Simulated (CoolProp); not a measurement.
A simple Rankine cycle with dimethyl ether: condensing at 294.15 K, boiler at 1.86 MPa, turbine inlet 349.5 K, turbine efficiency 0.75, pump efficiency 0.8, no recuperator. Each further row changes one setting.

The numbers come from the reference Helmholtz-energy equation of state, Wu 2011 in CoolProp.

```csv
case,thermal efficiency (%),net work (kJ/kg),heat in (kJ/kg),turbine exit temperature (K),volume ratio over the turbine
as stated,9.4,(withheld),456,298.2,3.56
turbine inlet 369.5 K,9.6,(withheld),498,320.6,(withheld)
condensing temperature 286.15 K,(withheld),50.9,475,290.0,4.50
boiler pressure 1.3 MPa,7.2,34.1,(withheld),(withheld),2.42
turbine efficiency 0.65,(withheld),36.6,456,301.8,3.63
```

Question: Complete the blanks.

Answer: 
- as stated, net work (kJ/kg): 42.7
- turbine inlet 369.5 K, net work (kJ/kg): 47.9
- turbine inlet 369.5 K, volume ratio over the turbine: 3.48
- condensing temperature 286.15 K, thermal efficiency (%): 10.7
- boiler pressure 1.3 MPa, heat in (kJ/kg): 476
- boiler pressure 1.3 MPa, turbine exit temperature (K): 315.6
- turbine efficiency 0.65, thermal efficiency (%): 8.0
